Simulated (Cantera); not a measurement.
An isothermal, constant-pressure homogeneous reactor starts with 2.90 % H₂, 96.5 % O₂, 0.589 % H₂O, at 1425 K and 0.000987 atm.

Cantera simulation using GRI-Mech 3.0 (53 species, 325 reactions); the numbers are that mechanism's predictions, not measurements. Radical loss at walls, strong at low pressure, is not modelled.

Problem. Predict: x(H₂) at 20.0 s; x(O₂) at 20.0 s; x(O) at 20.0 s; x(OH) at 20.0 s; x(H) at 20.0 s; x(H₂O₂) at 20.0 s.

Solution. 
```
Quantity                                             Result
-----------------  ----------------------------------------
x(H₂) at 20.0 s    0.000186 (gas-phase equilibrium 7.52e-7)
x(O₂) at 20.0 s         0.952 (gas-phase equilibrium 0.965)
x(O) at 20.0 s       0.0113 (gas-phase equilibrium 4.34e-5)
x(OH) at 20.0 s    0.00301 (gas-phase equilibrium 0.000193)
x(H) at 20.0 s     0.000776 (gas-phase equilibrium 1.88e-7)
x(H₂O₂) at 20.0 s  2.00e-9 (gas-phase equilibrium 1.44e-10)
```
